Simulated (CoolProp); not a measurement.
Vapour-liquid equilibrium of R1234yf (1) + R227EA (2) at 334.2 K; x and y are mole fractions of (1).

Values from CoolProp's multi-fluid Helmholtz-energy mixture model, Lemmon 2022 and Lemmon 2016; pair parameters Bell 2016.

| x | bubble pressure (bar) | y at the bubble point | dew pressure at overall composition x (bar) | liquid density (mol/L) |
|---|---|---|---|---|
| 0.05 | 12.30 | 0.062 | 12.25 | 7.165 |
| 0.15 | 12.77 | 0.181 | 12.64 | 7.261 |
| 0.25 | 13.23 | 0.293 | 13.05 | 7.361 |
| 0.35 | 13.69 | 0.400 | 13.48 | 7.463 |
| 0.45 | 14.16 | 0.502 | 13.92 | 7.568 |
| 0.55 | 14.62 | 0.600 | 14.38 | 7.677 |
| 0.65 | 15.10 | 0.695 | 14.87 | 7.788 |
| 0.75 | 15.58 | 0.786 | 15.38 | 7.902 |
| 0.85 | 16.06 | 0.874 | 15.93 | 8.019 |
| 0.95 | 16.56 | 0.959 | 16.51 | 8.138 |

No azeotrope shows between x = 0.05 and 0.95.

Pair parameters are fitted to limited data, so mixtures are less certain than the pure fluids.
